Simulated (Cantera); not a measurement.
Mixture: CO : H2 : CH4 : O2 : N2 = 1 : 0.4 : 0.44 : 3.36 : 12.6 (molar parts), at 1500000 Pa, adiabatic and at constant pressure. Ignition delay is the time to a rise of 400 K.

Model: GRI-Mech 3.0 (53 species, 325 reactions), integrated in Cantera. The pressure lies above the range GRI-Mech 3.0 was tuned for (to about 10 atm).

### Question
What does this change do: pressure from 1500000 Pa to 87000 Pa?

### Answer
```tsv
quantity	before	after
delay at 1225 K	0.150 ms	0.458 ms
delay at 1300 K	63.8 µs	0.276 ms
delay at 1375 K	32.1 µs	0.186 ms
delay at 1450 K	18.2 µs	0.137 ms
delay at 1525 K	11.1 µs	0.107 ms
delay at 1600 K	7.29 µs	88.3 µs
delay at 1675 K	5.04 µs	76.5 µs
```
Where the delays flatten at high temperature, the 400 K rule measures the pace of heat release, not the induction time.
